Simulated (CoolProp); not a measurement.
R404A at 388.55 K and 0.155 MPa is throttled through a valve to 0.0423 MPa with no heat exchange. Each further row changes one setting.

Values from CoolProp's reference Helmholtz-energy equation of state, Lemmon 2003. It is a pseudo-pure fit of the blend.

```csv
case,temperature change (K),final density (kg/m³)
as stated,-0.9,1.28
outlet pressure 0.0127 MPa,-1.1,0.385
outlet pressure 0.055 MPa,-0.8,1.67
```
